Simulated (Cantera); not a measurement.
Stirred combustor or abatement burner

A perfectly stirred reactor is fed with CH₃OH : O₂ : N₂ = 1 : 2.17 : 7.61 (molar parts), at 10.0 bar; it is adiabatic with a 573 K inlet, and is followed from long to short residence time, starting on the burning branch (τ in s: 0.15, 0.07, 0.033, 0.015, 0.0072, 0.0034, 0.0016, 0.00075, 0.00035, 0.00017, 7.8e-05).

Computed with Cantera and GRI-Mech 3.0 (53 species, 325 reactions). GRI-Mech 3.0 was tuned for natural gas; its chemistry of methanol as a main component is partial and can be far from experiment.

```tsv
τ (s)	T (K)	x CH₃OH	x O₂	x CO₂	x NO	x H	x NO₂	x H₂O₂
0.15	2125	1.58e-7	0.0579	0.0881	0.00228	1.53e-5	5.39e-6	3.71e-7
0.070	2127	3.33e-7	0.0584	0.0881	0.00138	1.60e-5	3.29e-6	3.77e-7
0.033	2128	6.92e-7	0.0587	0.0881	0.000757	1.71e-5	1.84e-6	3.85e-7
0.015	2128	1.47e-6	0.0589	0.0880	0.000389	1.93e-5	9.84e-7	4.00e-7
0.0072	2126	2.92e-6	0.0591	0.0878	0.000214	2.35e-5	5.77e-7	4.25e-7
0.0034	2123	5.67e-6	0.0592	0.0875	0.000124	3.23e-5	3.72e-7	4.72e-7
0.0016	2117	1.06e-5	0.0595	0.0869	7.86e-5	5.02e-5	2.71e-7	5.57e-7
0.00075	2107	1.91e-5	0.0599	0.0859	5.37e-5	8.58e-5	2.15e-7	6.97e-7
0.00035	2090	3.38e-5	0.0606	0.0842	3.81e-5	0.000154	1.73e-7	9.14e-7
0.00017	2067	5.78e-5	0.0617	0.0817	2.72e-5	0.000270	1.33e-7	1.21e-6
7.8e-5	2028	0.000106	0.0638	0.0772	1.78e-5	0.000475	9.08e-8	1.69e-6
```
x: mole fraction; the columns are a selection and need not sum to one.
